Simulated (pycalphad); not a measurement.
Computed with pycalphad from the COST 507 light-alloy database (1999), at 1 atm. These are 1990s assessments: newer ones move some temperatures and phases. Amounts are mole fractions of atoms.

### Question
Give the equilibrium state of Ti-12.7C (at.%) at 2150 K.

### Answer
```
T = 2150.00 K, P = 101325 Pa, N = 1 mol of atoms
G = -157633 J/mol, H = 48687 J/mol, S = 95.96 J/(mol K)  (SER reference)
chemical potentials (J/mol): Ti -143103, C -257518
phase             fraction      x(Ti)       x(C)
LIQUID              0.7275     0.9433     0.0567
FCC_A1              0.2725     0.6853     0.3147
```

### Question
Give the equilibrium state of Ti-12.7C (at.%) at 1850 K.

### Answer
```
T = 1850.00 K, P = 101325 Pa, N = 1 mol of atoms
G = -130529 J/mol, H = 22083 J/mol, S = 82.49 J/(mol K)  (SER reference)
chemical potentials (J/mol): Ti -112640, C -253500
phase             fraction      x(Ti)       x(C)
BCC_A2              0.6471     0.9767     0.0233
FCC_A1              0.3529     0.6829     0.3171
```

FCC_A1 is fcc; BCC_A2 is bcc. The fcc model also describes the rock-salt carbide or nitride (TiC, TiN, HfC).
